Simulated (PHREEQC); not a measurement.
Consider water at 20 °C with 0.00016 mol/kgw Fe2(SO4)3, 0.00037 mol/kgw LiCl and 0.00055 mol/kgw LiOH. Closed to the air; pH follows from the charge balance.

Computed with PHREEQC (ion-association model, phreeqc.dat).

```
Quantity                   Result
----------------  ---------------
pH                           4.41
ionic strength    0.00185 mol/kgw
total alkalinity   -0.0900 meq/kg
```

| species | molality | activity | log γ |
|---|---|---|---|
| Li+ | 0.000918 | 0.000877 | -0.020 |
| SO4-2 | 0.000476 | 0.000394 | -0.081 |
| Cl- | 0.000370 | 0.000353 | -0.021 |
| Fe(OH)2+ | 0.000273 | 0.000260 | -0.020 |
| FeOH+2 | 4.48e-5 | 3.72e-5 | -0.081 |
| H+ | 4.08e-5 | 3.90e-5 | -0.019 |
| LiSO4- | 1.58e-6 | 1.51e-6 | -0.020 |
| HSO4- | 1.41e-6 | 1.35e-6 | -0.021 |
| FeSO4+ | 1.23e-6 | 1.17e-6 | -0.020 |
| Fe(OH)3 | 6.87e-7 | 6.88e-7 | 0.000 |
| Fe+3 | 4.53e-7 | 3.03e-7 | -0.174 |
| Fe2(OH)2+4 | 9.80e-8 | 4.59e-8 | -0.329 |
| Fe3(OH)4+5 | 1.30e-8 | 3.99e-9 | -0.514 |
| Fe(SO4)2- | 1.04e-8 | 9.92e-9 | -0.021 |
| FeCl+2 | 3.32e-9 | 2.75e-9 | -0.081 |

Precipitation was switched off in this run. Saturation is exceeded, for instance for Fe(OH)3(a), Hematite (slow to form); the values hold only as long as no solid forms.
